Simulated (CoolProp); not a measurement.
A Linde-Hampson liquefier for dry air: isothermal reversible compression at 200 K from 1 atm to 10 MPa, throttling to 1 atm, return gas leaving the recuperator 0 K below the feed. Each further row changes one setting.

Computed with CoolProp (reference Helmholtz-energy equation of state, Lemmon 2000). It is a pseudo-pure fit of the blend.

| case | liquid yield per pass | compression work (kJ/kg of gas) |
|---|---|---|
| as stated | 0.157 | 251 |
| high pressure 20 MPa | 0.252 | 284 |
| warm-end temperature 230 K | ___ | ___ |
| warm-end gap 5 K | ___ | 251 |

### Question
Complete the blanks.

### Answer

- warm-end temperature 230 K, liquid yield per pass: 0.103
- warm-end temperature 230 K, compression work (kJ/kg of gas): 295
- warm-end gap 5 K, liquid yield per pass: 0.143
